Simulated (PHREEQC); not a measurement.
H2SO4 is added in steps, without added water, to 1 kg of water holding 0.27 mol KH2PO4, 5.1e-05 mol HNO3 and 0.017 mol ZnSO4, at 25 °C. O2 is buffered at 0.21 atm. No CO2 enters from the air. The run lets Zn(OH)2-a, Zn4(OH)6SO4, Zn3(PO4)2:4w, Goslarite precipitate or redissolve, and no other solid.

Base run: PHREEQC, ion-association model, wateq4f.dat. Each further column changes one thing. The table gives pH.

```csv
H2SO4 added (mol),base,0.019 mol/kgw ZnCl2 added,KH2PO4 from 0.27 to 0.054 mol/kgw
0,3.96,3.72,4.19
0.00015,3.95,3.72,4.19
0.0003375,3.95,3.72,3.99
0.0004875,3.94,3.72,3.86
0.000675,3.94,3.71,3.73
0.000825,3.93,3.71,3.65
0.001012,3.93,3.71,3.56
0.001162,3.93,3.71,3.50
0.00135,3.92,3.71,3.44
0.0015,3.90,3.71,3.39
```

H3PO4, which wateq4f.dat lacks, is added to it with the constant of phreeqc.dat. The database has no phosphate complexes of Zn. Solids allowed in the column '0.019 mol/kgw ZnCl2 added': Zn(OH)2-a, Zn4(OH)6SO4, Zn5(OH)8Cl2, Zn3(PO4)2:4w, Goslarite.
